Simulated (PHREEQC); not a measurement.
0.026 g of hydrous ferric oxide (600 m²/g; 0.2 weak and 0.005 strong sites per Fe, Dzombak-Morel constants, diffuse double layer) in 1 kg of water with 0.001 mol/kgw of an inert sodium salt and 0.00068 mmol/kgw MgCl2, at 25 °C; the pH is set by adding NaOH or the inert anion's acid. Oxygen alone is held at its pressure in air (log pO2 = -0.68). The system is closed to CO2. No solid was allowed to form.

The series has 13 steps of pH, from 3 to 9.

All values are PHREEQC results (ion-association model, wateq4f.dat), not measurements.

Problem. Near which pH is half of the Mg sorbed, and on which side is more sorbed?

Solution. Near pH 8.6, with more sorbed at higher pH.

Complexes and solids missing from the database can't appear. The oxide is taken as insoluble; below pH 4 it would dissolve.
